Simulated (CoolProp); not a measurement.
A closed Brayton cycle with carbon dioxide: compressor inlet 314.15 K and 8.7 MPa, high pressure 26.1 MPa, turbine inlet 695 K, compressor efficiency 0.89, turbine efficiency 0.9, recuperator effectiveness 0 (on enthalpy, no pinch check). Each further row changes one setting.

Model: reference Helmholtz-energy equation of state, Span 1996, in CoolProp.

```csv
case,thermal efficiency (%),net work (kJ/kg),compressor to turbine work,compressor exit (K),turbine exit (K)
as stated,16.8,76.6,0.34,379.8,575.9
turbine inlet 645 K,16.8,___,0.38,379.8,___
compressor inlet 324.15 K,16.2,63.9,0.45,___,575.9
high pressure 22.2 MPa,14.7,68.8,0.32,370.0,593.1
recuperator effectiveness 0.5,___,76.6,0.34,379.8,575.9
```

Question: Some entries are withheld; supply them.

Answer: 
- turbine inlet 645 K, net work (kJ/kg): 65.8
- turbine inlet 645 K, turbine exit (K): 530.3
- compressor inlet 324.15 K, compressor exit (K): 410.6
- recuperator effectiveness 0.5, thermal efficiency (%): 22.5
